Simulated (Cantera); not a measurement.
A Cantera script and its output.

```python
import numpy as np
import cantera as ct

gas = ct.Solution("gri30.yaml")
gas.TPX = 1225, 630000, {'CH4': 1, 'CO': 0.032, 'O2': 0.916, 'N2': 2.47}
reactor = ct.IdealGasReactor(gas, energy="on", clone=False)
net = ct.ReactorNet([reactor])
net.rtol, net.atol = 1e-08, 1e-16
show = ['CH4', 'CO', 'O2', 'H2', 'CH2CO', 'NO', 'NO2']
times = np.geomspace(4e-06, 1, 13)

steps = ct.SolutionArray(gas, extra=["t"])
rows = []
print(f"{'t/s':>10s}{'T/K':>9s}{'P/Pa':>11s}" + "".join(f"{s:>11s}" for s in show))
for t in times:
    while net.time < t:
        t_next = net.step()
        steps.append(gas.state, t=t_next)
    rows.append([np.interp(t, steps.t, y) for y in (steps.T, steps.P, *steps(*show).X.T)])
    print(f"{t:10.3e}{rows[-1][0]:9.1f}{rows[-1][1]:11.4g}" + "".join(f"{x:11.3e}" for x in rows[-1][2:]))
rate = np.gradient(steps.T, steps.t)
print("integrator steps:", len(steps.t))
if steps.T.max() > steps.T[0] + 200:
    print(f"time of steepest temperature rise: {steps.t[rate.argmax()]:.4e} s")
gas.TPX = 1225, 630000, {'CH4': 1, 'CO': 0.032, 'O2': 0.916, 'N2': 2.47}
gas.equilibrate("UV")
print(f"equilibrium (UV): T = {gas.T:.1f} K  " + "  ".join(f"{s} {gas[s].X[0]:.3e}" for s in show))
```

Output:

```
       t/s      T/K       P/Pa        CH4         CO         O2         H2      CH2CO         NO        NO2
 4.000e-06   1225.0    6.3e+05  2.263e-01  7.243e-03  2.073e-01  8.275e-10  1.573e-14  4.462e-20  7.777e-25
 1.127e-05   1225.0    6.3e+05  2.263e-01  7.243e-03  2.073e-01  3.714e-09  1.312e-13  1.576e-19  1.992e-23
 3.175e-05   1225.0    6.3e+05  2.263e-01  7.243e-03  2.073e-01  2.555e-08  1.198e-12  7.397e-19  5.891e-22
 8.944e-05   1225.0    6.3e+05  2.263e-01  7.243e-03  2.073e-01  2.848e-07  1.325e-11  5.813e-18  2.218e-20
 2.520e-04   1225.1  6.301e+05  2.263e-01  7.242e-03  2.073e-01  2.822e-06  1.496e-10  5.490e-17  7.490e-19
 7.099e-04   1225.7  6.303e+05  2.262e-01  7.243e-03  2.072e-01  1.472e-05  1.395e-09  2.946e-16  1.710e-17
 2.000e-03   1228.3  6.317e+05  2.257e-01  7.284e-03  2.069e-01  8.105e-05  2.300e-08  1.764e-15  4.874e-16
 5.635e-03   1268.7  6.531e+05  2.185e-01  9.029e-03  2.018e-01  1.519e-03  4.537e-06  1.083e-13  1.343e-13
 1.587e-02   2676.2   1.72e+06  7.016e-09  1.715e-01  3.675e-06  2.245e-01  1.944e-11  9.709e-05  1.259e-09
 4.472e-02   2676.2   1.72e+06  7.016e-09  1.715e-01  3.675e-06  2.245e-01  1.944e-11  9.709e-05  1.259e-09
 1.260e-01   2676.2   1.72e+06  7.016e-09  1.715e-01  3.675e-06  2.245e-01  1.944e-11  9.709e-05  1.259e-09
 3.550e-01   2676.2   1.72e+06  7.016e-09  1.715e-01  3.675e-06  2.245e-01  1.944e-11  9.709e-05  1.259e-09
 1.000e+00   2676.2   1.72e+06  7.016e-09  1.715e-01  3.675e-06  2.245e-01  1.944e-11  9.709e-05  1.259e-09
integrator steps: 2439
time of steepest temperature rise: 6.7428e-03 s
equilibrium (UV): T = 2676.2 K  CH4 7.866e-09  CO 1.715e-01  O2 3.675e-06  H2 2.245e-01  CH2CO 2.161e-11  NO 9.709e-05  NO2 1.259e-09
```

Model: GRI-Mech 3.0 (53 species, 325 reactions), integrated in Cantera.
